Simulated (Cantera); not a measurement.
Cantera run, input and output.

```python
import numpy as np
import cantera as ct

gas = ct.Solution("gri30.yaml")
gas.TPX = 1250, 13332, {'H2': 0.72, 'O2': 1, 'N2': 0.51}
inlet = ct.Reservoir(gas, clone=True)

reactor = ct.IdealGasConstPressureReactor(gas, energy="off", clone=False)
exhaust = ct.Reservoir(gas, clone=True)
tau = [20, 5.9, 1.8, 0.52, 0.16, 0.047, 0.014, 0.0041, 0.0012, 0.00037][0]
for a, b in ((inlet, reactor), (reactor, exhaust)):
    ct.MassFlowController(a, b, mdot=lambda t: reactor.mass / tau)
net = ct.ReactorNet([reactor])
show = ['H2', 'O2', 'H2O2', 'O', 'H', 'NO2']

rows = []
print(f"{'tau/s':>10s}{'T/K':>9s}" + "".join(f"{s:>11s}" for s in show))
for tau in [20, 5.9, 1.8, 0.52, 0.16, 0.047, 0.014, 0.0041, 0.0012, 0.00037]:
    net.initial_time = 0.0
    net.advance(30 * tau)
    before = gas.X
    net.advance(40 * tau)
    drift = np.max(np.abs(gas.X - before) / (gas.X + 1e-9))
    rows.append([gas.T, *gas[show].X, drift])
    print(f"{tau:10.3e}{gas.T:9.1f}" + "".join(f"{x:11.3e}" for x in gas[show].X))
```

It prints:

```
     tau/s      T/K         H2         O2       H2O2          O          H        NO2
 2.000e+01   1250.0  3.354e-05  3.422e-01  2.083e-07  1.740e-05  7.357e-07  3.071e-09
 5.900e+00   1250.0  7.556e-05  3.421e-01  3.685e-07  4.010e-05  2.534e-06  2.431e-09
 1.800e+00   1250.0  1.662e-04  3.420e-01  6.161e-07  9.044e-05  8.432e-06  1.505e-09
 5.200e-01   1250.0  3.778e-04  3.419e-01  1.014e-06  2.115e-04  2.957e-05  7.878e-10
 1.600e-01   1250.0  8.171e-04  3.417e-01  1.566e-06  4.718e-04  9.688e-05  4.567e-10
 4.700e-02   1250.0  1.795e-03  3.414e-01  2.354e-06  1.075e-03  3.308e-04  3.391e-10
 1.400e-02   1250.0  3.827e-03  3.409e-01  3.324e-06  2.385e-03  1.105e-03  3.077e-10
 4.100e-03   1250.0  8.040e-03  3.398e-01  4.375e-06  5.209e-03  3.693e-03  2.869e-10
 1.200e-03   1250.0  1.642e-02  3.378e-01  5.166e-06  1.092e-02  1.186e-02  2.545e-10
 3.700e-04   1250.0  3.131e-02  3.351e-01  5.213e-06  2.057e-02  3.269e-02  1.994e-10
```

Computed with Cantera and GRI-Mech 3.0 (53 species, 325 reactions). The temperature is held fixed by assumption; the heat of reaction is taken as removed at once.
